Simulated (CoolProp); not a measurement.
Properties of cyclohexane at several states (Tc = 553.6 K, pc = 4.081 MPa, ω = 0.209).

The numbers come from the reference Helmholtz-energy equation of state, Zhou 2014 in CoolProp.

```
T (K)  p (MPa)          phase  cp (kJ/(kg K))  expansivity (1/kK)  viscosity (µPa s)  fugacity coefficient
-----  -------  -------------  --------------  ------------------  -----------------  --------------------
406.4   0.0578            gas           1.830               2.570               9.23                0.9870
614.2     9.65  supercritical           3.818               6.755         (withheld)            (withheld)
502.7    0.073            gas           2.281               2.043               11.2                0.9918
518.1    0.222            gas           2.360               2.080         (withheld)                0.9773
398.7   0.0112            gas           1.783               2.530               9.08                0.9973
```

What belongs in the gaps?


- 614.2, viscosity (µPa s): 49.7
- 614.2, fugacity coefficient: 0.5125
- 518.1, viscosity (µPa s): 11.6

Viscosity comes from a separate model (Tariq 2014).
